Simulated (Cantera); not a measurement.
# Thermodynamics of silicates and aluminates, feed SiO2 + MgO + H2

Input: 1 mol SiO2, 0.37 mol MgO, 68 mol H2, equilibrated at 98.0 Pa.

These are equilibrium values from Cantera (NASA tables, ideal gas, pure condensed phases), not measurements of a reactor. Candidate condensed phases: H2O, Mg, MgO, Mg(OH)2, MgSiO3, Mg2SiO4, Si, SiO2; 24 gas species. The numbers say what is thermodynamically allowed, not how fast it happens.

```json
[
 {"T (K)": "2000", "x H2": "0.912", "x H": "0.0496", "x H2O": "0.0191", "x SiO": "0.0141", "x Mg": "0.00520", "x O": "4.14e-6"},
 {"T (K)": "2050", "x H2": "0.893", "x H": "0.0685", "x H2O": "0.0189", "x SiO": "0.0139", "x Mg": "0.00515", "x O": "8.76e-6"},
 {"T (K)": "2100", "x H2": "0.870", "x H": "0.0928", "x H2O": "0.0186", "x SiO": "0.0137", "x Mg": "0.00508", "x O": "1.80e-5"},
 {"T (K)": "2150", "x H2": "0.840", "x H": "0.123", "x H2O": "0.0181", "x SiO": "0.0135", "x Mg": "0.00500", "x O": "3.57e-5"},
 {"T (K)": "2200", "x H2": "0.803", "x H": "0.161", "x H2O": "0.0176", "x SiO": "0.0132", "x Mg": "0.00490", "x O": "6.90e-5"},
 {"T (K)": "2250", "x H2": "0.758", "x H": "0.207", "x H2O": "0.0169", "x SiO": "0.0129", "x Mg": "0.00478", "x O": "0.000130"},
 {"T (K)": "2300", "x H2": "0.706", "x H": "0.260", "x H2O": "0.0160", "x SiO": "0.0125", "x Mg": "0.00463", "x O": "0.000238"},
 {"T (K)": "2350", "x H2": "0.647", "x H": "0.320", "x H2O": "0.0149", "x SiO": "0.0121", "x Mg": "0.00447", "x O": "0.000425"},
 {"T (K)": "2400", "x H2": "0.581", "x H": "0.387", "x H2O": "0.0135", "x SiO": "0.0116", "x Mg": "0.00429", "x O": "0.000738"},
 {"T (K)": "2450", "x H2": "0.511", "x H": "0.459", "x H2O": "0.0118", "x SiO": "0.0111", "x Mg": "0.00409", "x O": "0.00124"},
 {"T (K)": "2500", "x H2": "0.439", "x H": "0.532", "x H2O": "0.00991", "x SiO": "0.0105", "x Mg": "0.00389", "x O": "0.00199"},
 {"T (K)": "2550", "x H2": "0.368", "x H": "0.605", "x H2O": "0.00781", "x SiO": "0.00999", "x Mg": "0.00369", "x O": "0.00301"},
 {"T (K)": "2600", "x H2": "0.301", "x H": "0.673", "x H2O": "0.00571", "x SiO": "0.00948", "x Mg": "0.00351", "x O": "0.00427"}
]
```
x: gas mole fraction; nothing condenses.

From 2000 K to 2600 K nothing is condensed. The main Si-bearing gas is SiO throughout.
